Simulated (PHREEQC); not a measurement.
0.03 g of hydrous ferric oxide (600 m²/g; 0.2 weak and 0.005 strong sites per Fe, Dzombak-Morel constants, diffuse double layer) in 1 kg of water with 0.01 mol/kgw of an inert sodium salt and 2.6e-05 mol/kgw CuCl2 and 1.2e-07 mol/kgw H3BO3, at 25 °C; the pH is set by adding NaOH or the inert anion's acid. Oxygen alone is held at its pressure in air (log pO2 = -0.68). The system is closed to CO2. No solid was allowed to form.

The series has 17 steps of pH, from 4 to 10.

The numbers come from PHREEQC with the ion-association model, wateq4f.dat.

Task: Near which pH is half of the Cu sorbed, and on which side is more sorbed?

Result: Near pH 6.0, with more sorbed at higher pH.

Task: At which pH does the surface charge pass through zero?

Result: Near pH 8.9.

The database's constant for dissolved Cu(OH)2 is higher than later reviews accept.
